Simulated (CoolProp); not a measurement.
R11 along the isotherm 433.3 K: Z from the reference equation and from simpler models built on Tc = 471.1 K, pc = 4.408 MPa, ω = 0.189; each cubic takes its own stable root.

Computed with CoolProp (reference Helmholtz-energy equation of state, Jacobsen 1992).

```
p (MPa)   phase  reference
-------  ------  ---------
1.1         gas     0.8780
2.2         gas     0.7106
3.31     liquid     0.1188
4.41     liquid     0.1553
5.51     liquid     0.1911
6.61     liquid     0.2262
7.71     liquid     0.2608
8.82     liquid     0.2952
9.92     liquid     0.3289
11       liquid     0.3616
```

Q: How far does each simpler model (van der Waals, Soave-Redlich-Kwong, Peng-Robinson) lie from the reference over these 10 states: mean and median of the absolute difference, and the worst?

A: 
- van der Waals: mean 39.6 %, median 44.8 %, worst +59.8 % at 433.3 K and 3.31 MPa
- Soave-Redlich-Kwong: mean 8.0 %, median 8.6 %, worst +14.0 % at 433.3 K and 3.31 MPa
- Peng-Robinson: mean 2.3 %, median 1.9 %, worst -4.5 % at 433.3 K and 11 MPa
